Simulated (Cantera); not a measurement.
A freely propagating, adiabatic, planar premixed flame of H₂ : O₂ : N₂ = 1 : 0.263 : 0.989 (molar parts), equivalence ratio 1.9, unburnt at 400 K and 0.138 atm; mixture-averaged transport, grid criteria slope 0.08 and curve 0.16, no radiation.

Cantera simulation using the H2/O2 subset of GRI-Mech 3.0, which has no nitrogen chemistry; the numbers are that mechanism's predictions, not measurements. Burning velocities carry a grid error of a few per cent, more on coarse grids.

**Question.** What does this change do: inlet temperature 400 to 325 K?

**Answer.** 
```json
[
 {"quantity": "laminar burning velocity", "before": "370 cm/s", "after": "275 cm/s"},
 {"quantity": "thermal thickness", "before": "5.14 mm", "after": "4.79 mm"},
 {"quantity": "peak x(H₂O₂)", "before": "1.27e-5", "after": "3.80e-5"},
 {"quantity": "peak x(HO₂)", "before": "0.000100", "after": "0.000127"},
 {"quantity": "peak x(O)", "before": "0.00470", "after": "0.00428"}
]
```
